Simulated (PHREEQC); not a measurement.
PHREEQC input (ion-association model, wateq4f.dat):

```
SOLUTION_MASTER_SPECIES
  An  An-  0  An  62.0  # stands for a non-complexing anion
SOLUTION_SPECIES
  An- = An-
    -log_k 0
    -gamma 3.0 0
PHASES
  Fix_H+
    H+ = H+
    -log_k 0
SOLUTION 1
  temp 25
  units mmol/kgw
  pH 7 charge
  S(6) 0.52
  Zn 0.52
  B 0.015
  Na 50
  An 50
END
SELECTED_OUTPUT 1
  -reset false
  -pH true
  -pe true
  -ionic_strength true
  -water true
  -totals B Na S Zn S(-2) S(6)
  -molalities Hfo_wOH Hfo_wOH2+ Hfo_wO- Hfo_sOH Hfo_sOH2+ Hfo_sO- Hfo_sOZn+ Hfo_wOZn+ Hfo_wH2BO3 Hfo_wSO4-
    Hfo_wOHSO4-2
  -saturation_indices Zn(OH)2-a Zn4(OH)6SO4 Mirabilite Goslarite
USER_PUNCH 1
  -headings sigma psi
  10 PUNCH EDL("sigma", "Hfo"), EDL("psi", "Hfo")
PRINT
  -reset false
USE solution 1
SURFACE 1
  Hfo_wOH 0.000404494 600 0.18
  Hfo_sOH 1.01124e-05
EQUILIBRIUM_PHASES 1
  Fix_H+ -3 HAn 10
    -force_equality true
  O2(g) -0.68 10
END
# ... the last block is repeated for the other 16 points of pH, with NaOH or the acid as the point needs
```

Selected output (columns that matter, 15 of 17 rows; pH added in front):

```
pH	mu	B	Na	S	Zn	m_Hfo_wOH	m_Hfo_wOH2+	m_Hfo_wO-	si_Zn(OH)2-a	si_Zn4(OH)6SO4	si_Mirabilite	si_Goslarite	sigma	psi
3	0.053025	1.5e-05	0.05	0.0003595	0.00052	4.9163e-07	0.0002435	2.2739e-11	-10.065	-28.723	-5.5325	-5.5228	0.082599	0.094362
3.5	0.052228	1.5e-05	0.05	0.00035982	0.00051999	1.5168e-06	0.0002428	2.1707e-10	-9.0637	-25.702	-5.5158	-5.5057	0.081042	0.093803
4	0.051977	1.5e-05	0.05	0.00036255	0.00051988	4.648e-06	0.00024239	2.0418e-09	-8.0634	-22.692	-5.5073	-5.4971	0.079588	0.093038
4.5	0.051899	1.4999e-05	0.05	0.00037026	0.00051892	1.3638e-05	0.00024107	1.7676e-08	-7.0642	-19.685	-5.4965	-5.4872	0.076665	0.091255
5.5	0.051857	1.4995e-05	0.05	0.00041245	0.00050828	8.1473e-05	0.0002121	7.1695e-07	-5.074	-13.676	-5.4487	-5.4492	0.062265	0.081309
6	0.051819	1.4991e-05	0.05	0.00044277	0.00049076	0.00014503	0.00015992	3.0132e-06	-4.09	-10.709	-5.4174	-5.4339	0.052976	0.073801
6.5	0.051666	1.4988e-05	0.050015	0.00046401	0.00042989	0.00018254	7.5858e-05	1.0063e-05	-3.1482	-7.9196	-5.3952	-5.4702	0.047898	0.069293
7	0.051608	1.499e-05	0.050177	0.0004696	0.00035421	0.00015127	1.7996e-05	2.9128e-05	-2.2344	-5.2577	-5.3857	-5.5498	0.050658	0.071849
7.5	0.051577	1.4994e-05	0.050286	0.00047675	0.00030715	8.9338e-05	2.7534e-06	6.6405e-05	-1.3044	-2.5303	-5.3762	-5.6122	0.056609	0.076972
8	0.05158	1.4997e-05	0.050393	0.00049302	0.0002864	4.1707e-05	3.5593e-07	0.00011196	-0.3736	0.2083	-5.3591	-5.6661	0.060893	0.080384
8.5	0.051543	1.4999e-05	0.050609	0.00050929	0.00028472	1.9318e-05	5.7283e-08	0.00014924	0.423	2.4105	-5.3395	-5.8537	0.057808	0.077963
9.5	0.051496	1.5e-05	0.051048	0.00051971	0.00030649	1.1731e-05	1.6675e-08	0.00018905	0.9148	2.3892	-5.3205	-7.3504	0.021333	0.037698
10	0.051597	1.5e-05	0.051178	0.00051996	0.00031557	1.1516e-05	1.5297e-08	0.0001986	0.9324	1.4597	-5.3185	-8.3328	0.0051457	0.0098608
10.5	0.051898	1.5e-05	0.051491	0.00051999	0.00032428	1.1742e-05	1.5251e-08	0.00020711	0.9138	0.3843	-5.3145	-9.3524	-0.010188	-0.01914
11	0.05282	1.5e-05	0.052424	0.00052	0.00033602	1.2768e-05	1.7144e-08	0.00021783	0.8346	-0.9352	-5.3029	-10.434	-0.030241	-0.049573
```

Along this series the solution becomes supersaturated in solids that the run did not let form, among them Zn(OH)2-a, Zn4(OH)6SO4. The oxide is taken as insoluble; below pH 4 it would dissolve.
